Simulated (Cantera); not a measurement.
A closed system holds: 1 mol Pb, 3 mol CO, 1.8 mol H2, at 1023.15 K and 410000 Pa.

Cantera equilibrium calculation (NASA polynomials, part measured and part estimated; ideal gas, pure solids and liquids). Candidate condensed phases: C, C6H6, C7H8, C8H18, H2O, Pb, PbO, PbO2, Pb3O4; 113 gas species. Kinetics and transport are ignored.

Question: What is the equilibrium state?

Answer: 
```
Item                                    Value
----------------------------------  ---------
x(CO)                                   0.351
x(H2)                                   0.315
x(CO2)                                  0.180
x(H2O)                                  0.124
x(CH4)                                 0.0305
x(Pb)                                 6.52e-6
n(C(graphite))                      0.982 mol
n(Pb(l))                            1.000 mol
gas amount                          3.598 mol
log10 activity of PbO2(s) (absent)     -16.57
```
